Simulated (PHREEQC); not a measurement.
Solution (25 °C): 0.00097 mol/kgw NaHCO3 and 0.029 mol/kgw NaOH. Closed to the air; pH follows from the charge balance.

Computed with PHREEQC (ion-association model, phreeqc.dat).

No solid was allowed to form.

Q: Order these C species by the share of C that they hold, largest first: HCO3-, NaCO3-, CO3-2.

A: CO3-2 (77 %), NaCO3- (23 %), HCO3- (0.44 %)

The pH is 12.37 and the ionic strength 0.0305 mol/kgw.
